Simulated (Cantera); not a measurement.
## Stirred combustor or abatement burner

A perfectly stirred reactor is fed with CH3OH : O2 : N2 = 1 : 1.65 : 6.2 (molar parts), equivalence ratio 0.91, at 1650 Torr; it is adiabatic with a 523 K inlet, and is followed from long to short residence time, starting on the burning branch (τ in s: 0.022, 0.011, 0.0052, 0.0026, 0.0012, 0.00061, 0.0003, 0.00014, 7e-05, 3.4e-05, 1.7e-05).

Model: GRI-Mech 3.0 (53 species, 325 reactions), integrated in Cantera. GRI-Mech 3.0 was tuned for natural gas; its chemistry of methanol as a main component is partial and can be far from experiment.

| τ (s) | T (K) | x CH3OH | x O2 | x CH2 | x C2H4 | x CO2 | x H2O |
|---|---|---|---|---|---|---|---|
| 0.022 | 2277 | 1.71e-6 | 0.0187 | 3.53e-8 | 6.92e-12 | 0.0992 | 0.207 |
| 0.011 | 2265 | 3.12e-6 | 0.0196 | 5.74e-8 | 1.58e-11 | 0.0980 | 0.206 |
| 0.0052 | 2244 | 5.69e-6 | 0.0208 | 8.89e-8 | 3.08e-11 | 0.0960 | 0.205 |
| 0.0026 | 2214 | 9.57e-6 | 0.0223 | 1.29e-7 | 5.23e-11 | 0.0934 | 0.203 |
| 0.0012 | 2170 | 1.67e-5 | 0.0244 | 2.09e-7 | 1.11e-10 | 0.0896 | 0.200 |
| 0.00061 | 2124 | 2.72e-5 | 0.0266 | 3.60e-7 | 2.84e-10 | 0.0859 | 0.196 |
| 0.00030 | 2068 | 4.63e-5 | 0.0292 | 6.99e-7 | 9.59e-10 | 0.0815 | 0.193 |
| 0.00014 | 2001 | 8.68e-5 | 0.0326 | 1.48e-6 | 4.19e-9 | 0.0759 | 0.189 |
| 7.0e-5 | 1935 | 0.000168 | 0.0368 | 2.91e-6 | 1.83e-8 | 0.0692 | 0.186 |
| 3.4e-5 | 1844 | 0.000423 | 0.0446 | 5.85e-6 | 1.14e-7 | 0.0567 | 0.183 |
| 1.7e-5 | 523 | 0.113 | 0.186 | <1e-12 | <1e-12 | <1e-12 | <1e-12 |
x: mole fraction; the columns are a selection and need not sum to one.
